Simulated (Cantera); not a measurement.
An isothermal, constant-pressure homogeneous reactor starts with H₂ : O₂ : N₂ = 1.1 : 1 : 15 (molar parts), equivalence ratio 0.55, at 1125 K and 75.0 Torr.

Model: the H2/O2 subset of GRI-Mech 3.0, which has no nitrogen chemistry, integrated in Cantera. The temperature is held fixed by assumption; the heat of reaction is taken as removed at once.

x: mole fraction; the columns are a selection and need not sum to one.

```tsv
t (s)	x H₂	x O₂	x O	x OH	x H
8.00e-6	0.0643	0.0585	1.22e-12	1.03e-12	4.47e-11
5.79e-5	0.0643	0.0585	4.47e-11	2.46e-11	3.55e-10
0.000419	0.0643	0.0585	4.69e-9	2.21e-9	2.44e-8
0.00303	…	…	…	…	…
0.0219	0.000438	0.0272	0.000288	0.000309	0.000321
0.158	5.35e-6	0.0272	3.52e-6	3.36e-5	4.26e-7
1.15	…	0.0272	…	…	…
8.29	2.51e-8	0.0272	2.03e-8	2.55e-6	1.80e-10
60.0	4.24e-9	0.0272	3.40e-9	1.04e-6	1.27e-11
```

Problem. Some entries are withheld; supply them.

Solution. 
- 0.00303, x H₂: 0.00560
- 0.00303, x O₂: 0.0318
- 0.00303, x O: 0.00562
- 0.00303, x OH: 0.00129
- 0.00303, x H: 0.0224
- 1.15, x H₂: 2.47e-7
- 1.15, x O: 1.89e-7
- 1.15, x OH: 7.81e-6
- 1.15, x H: 5.18e-9
